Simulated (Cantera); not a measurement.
A diamond (100) surface in a fixed gas of H2 with x(CH4) = 0.014, x(H) = 0.00056, x(CH3) = 0.0012, 0.0700 bar; coverages are run to steady state.

Detailed kinetics in Cantera: the Harris–Goodwin 1993 mechanism for the reconstructed diamond (100) surface.

θ: site fractions in the mechanism's names (c6HH fully hydrogenated, c6H* and c6*H radical sites, c6** diradical, c6HM methylated).

```csv
T (K),growth (µm/h),θ c6HH,θ c6H*,θ c6*H,θ c6**,θ c6HM
900,7.69,0.240,0.00347,0.0972,0.000920,0.529
975,?,?,?,?,?,?
1050,15.6,0.352,0.0135,0.242,0.00466,0.268
1125,10.8,0.441,0.0246,0.369,0.00917,0.0967
1200,?,0.463,?,0.441,?,?
1275,4.81,0.457,0.0417,0.465,0.0164,0.00463
1350,3.83,0.454,0.0475,0.469,0.0191,0.00100
```

What belongs in the gaps?


- 975, growth (µm/h): 12.8
- 975, θ c6HH: 0.277
- 975, θ c6H*: 0.00678
- 975, θ c6*H: 0.149
- 975, θ c6**: 0.00209
- 975, θ c6HM: 0.423
- 1200, growth (µm/h): 6.13
- 1200, θ c6H*: 0.0345
- 1200, θ c6**: 0.0134
- 1200, θ c6HM: 0.0221
